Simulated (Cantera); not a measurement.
A Cantera script and what it prints.

```python
import numpy as np
import cantera as ct

gas_names = """
    CL CL2 H HCL H2 Si SiCL SiCL2 SiCL3 SiCL4 SiH SiHCL3 SiH2 SiH2CL2 SiH3 SiH3CL SiH4 Si2 Si3
""".split()
cond_names = """
    Si(cr) Si(L)
""".split()


def load(file, names, dense=False):
    # The tables refer to 1 bar. Condensed volumes are neglected.
    table = {s.name: s for s in ct.Species.list_from_file(file)}
    out = []
    for n in names:
        d = dict(table[n].input_data)
        d["thermo"] = dict(d["thermo"], **{"reference-pressure": 1e5})
        if dense:
            d["equation-of-state"] = {"model": "constant-volume", "density": "1e6 g/cm^3"}
        out.append(ct.Species.from_dict(d))
    return out


gas = ct.Solution(thermo="ideal-gas", species=load("nasa_gas.yaml", gas_names))
cond = {s.name: ct.Solution(thermo="fixed-stoichiometry", species=[s], name=s.name)
        for s in load("nasa_condensed.yaml", cond_names, dense=True)}
atoms = {
    'SiCl4': {'Si': 1, 'CL': 4},
    'HCl': {'H': 1, 'CL': 1},
    'H2': {'H': 2},
}
top_T = {}  # K; cautious upper limits of use, not melting points


def equilibrate(T, P, feed):
    n = {}
    for name, mol in feed.items():
        for a, k in atoms[name].items():
            n[a] = n.get(a, 0.0) + k * mol
    gas.TPX = T, P, n
    mass = sum(n.values()) * gas.mean_molecular_weight
    gas.equilibrate("TP")
    valid = [c for c in cond.values() if c.min_temp <= T <= top_T.get(c.name, c.max_temp)]
    mix = ct.Mixture([(gas, mass / gas.mean_molecular_weight)] + [(c, 0.0) for c in valid])
    mix.T, mix.P = T, P
    mix.equilibrate("TP", solver="vcs", rtol=1e-11, max_steps=5000)
    return mix


results = []
feed = {'SiCl4': 1, 'HCl': 0.88, 'H2': 1}  # mol
T = 750  # K
P = 15000  # Pa
mix = equilibrate(T, P, feed)
results.append((T, P, feed, dict(zip(mix.species_names, mix.species_moles))))
print(gas.report(threshold=1e-06))
for i in range(1, mix.n_phases):
    print(f"{mix.phase(i).name:16s} {mix.phase_moles(i):12.5e} mol")
```

Output:

```
       temperature   750 K
          pressure   15000 Pa
           density   0.17037 kg/m^3
  mean mol. weight   70.828 kg/kmol
   phase of matter   gas

                          1 kg             1 kmol
                     ---------------   ---------------
          enthalpy       -3.3036e+06       -2.3399e+08  J
   internal energy       -3.3916e+06       -2.4022e+08  J
           entropy            4117.3        2.9162e+05  J/K
    Gibbs function       -6.3915e+06        -4.527e+08  J
 heat capacity c_p            786.85             55731  J/K
 heat capacity c_v            669.46             47416  J/K

                      mass frac. Y      mole frac. X     chem. pot. / RT
                     ---------------   ---------------   ---------------
               HCL           0.15737           0.30573            -41.49
                H2          0.009878           0.34704           -19.796
             SiCL4           0.83241           0.34704           -152.77
            SiHCL3        0.00034094        0.00017829           -131.08
     [  +15 minor]        3.5959e-07        1.9113e-07

Si(cr)            0.00000e+00 mol
```

Method: chemical equilibrium by Gibbs-energy minimisation in Cantera with the NASA 1993 tables (ideal gas, pure condensed phases).
